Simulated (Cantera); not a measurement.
Ta₂O₅ + CH₄ + H₂ (carbothermic reduction)

Feed: 1 mol Ta₂O₅, 1.3 mol CH₄, 0.11 mol H₂, equilibrated at 100 Torr.

These are equilibrium values from Cantera (NASA tables, ideal gas, pure condensed phases), not measurements of a reactor. Candidate condensed phases: C, C₆H₆, C₇H₈, C₈H₁₈, H₂O, Ta, TaC, Ta₂O₅; 113 gas species. Mutual solubility and eutectic melting of coexisting phases are not modelled. TaC: taken at fixed stoichiometry. Condensed phases not in the tables: Ta₂C. Rates play no part.

From 1098 K to 1173 K the condensed part is C(graphite) + TaC(s) + Ta₂O₅(s). From 1248 K to 1548 K the condensed part is TaC(s) + Ta₂O₅(s).

| T (K) | x H₂ | x CO | x CH₄ | x H₂O | x CO₂ | n C(graphite) | n TaC(s) | n Ta₂O₅(s) |
|---|---|---|---|---|---|---|---|---|
| 1098 | 0.955 | 0.0405 | 0.00444 | 0.000474 | 2.00e-5 | 1.13 | 0.0462 | 0.977 |
| 1173 | 0.788 | 0.209 | 0.00161 | 0.000780 | 0.000163 | 0.291 | 0.288 | 0.856 |
| 1248 | 0.744 | 0.255 | 0.000339 | 0.000942 | 0.000207 | 0 | 0.372 | 0.814 |
| 1323 | 0.744 | 0.255 | 8.36e-5 | 0.00111 | 0.000205 | 0 | 0.373 | 0.814 |
| 1398 | 0.744 | 0.255 | 2.40e-5 | 0.00128 | 0.000203 | 0 | 0.373 | 0.814 |
| 1473 | 0.744 | 0.255 | 7.85e-6 | 0.00146 | 0.000202 | 0 | 0.373 | 0.813 |
| 1548 | 0.743 | 0.255 | 2.87e-6 | 0.00163 | 0.000200 | 0 | 0.373 | 0.813 |
x: gas mole fraction; n: condensed amount in mol.
